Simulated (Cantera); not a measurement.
Equilibrium for halide evaporation, hydrolysis and transport: PbCl2 + H2

A closed system holds: 1 mol PbCl2, 4.1 mol H2, equilibrated at 1.00 bar.

Cantera equilibrium calculation (NASA polynomials, part measured and part estimated; ideal gas, pure solids and liquids). Candidate condensed phases: Pb, PbCl2; 10 gas species. The tables' values for PbCl4 are old estimates; treat these amounts as uncertain. Rates play no part.

From 1375 K to 1525 K the condensed part is Pb(l). From 1600 K to 2200 K nothing is condensed. The main Pb-bearing gas is PbCl at 1375 K and Pb at 2200 K.

| T (K) | x H2 | x HCl | x Pb | x PbCl | x PbCl2 | x H | x Cl | n Pb(l) |
|---|---|---|---|---|---|---|---|---|
| 1375 | 0.663 | 0.231 | 0.00656 | 0.0511 | 0.0482 | 2.79e-6 | 8.07e-7 | 0.441 |
| 1450 | 0.655 | 0.214 | 0.0149 | 0.0729 | 0.0422 | 7.66e-6 | 2.04e-6 | 0.301 |
| 1525 | 0.643 | 0.193 | 0.0311 | 0.0972 | 0.0351 | 1.90e-5 | 4.57e-6 | 0.0940 |
| 1600 | 0.628 | 0.195 | 0.0452 | 0.104 | 0.0274 | 4.31e-5 | 1.06e-5 | 0 |
| 1675 | 0.616 | 0.209 | 0.0540 | 0.101 | 0.0210 | 9.11e-5 | 2.41e-5 | 0 |
| 1750 | 0.604 | 0.221 | 0.0628 | 0.0955 | 0.0160 | 0.000181 | 5.10e-5 | 0 |
| 1825 | 0.594 | 0.232 | 0.0713 | 0.0896 | 0.0123 | 0.000339 | 0.000101 | 0 |
| 1900 | 0.585 | 0.242 | 0.0794 | 0.0834 | 0.00947 | 0.000607 | 0.000190 | 0 |
| 1975 | 0.577 | 0.251 | 0.0869 | 0.0770 | 0.00732 | 0.00104 | 0.000337 | 0 |
| 2050 | 0.569 | 0.258 | 0.0939 | 0.0708 | 0.00570 | 0.00171 | 0.000575 | 0 |
| 2125 | 0.562 | 0.265 | 0.100 | 0.0649 | 0.00445 | 0.00272 | 0.000940 | 0 |
| 2200 | 0.555 | 0.270 | 0.106 | 0.0593 | 0.00350 | 0.00420 | 0.00148 | 0 |
x: gas mole fraction; n: condensed amount in mol.
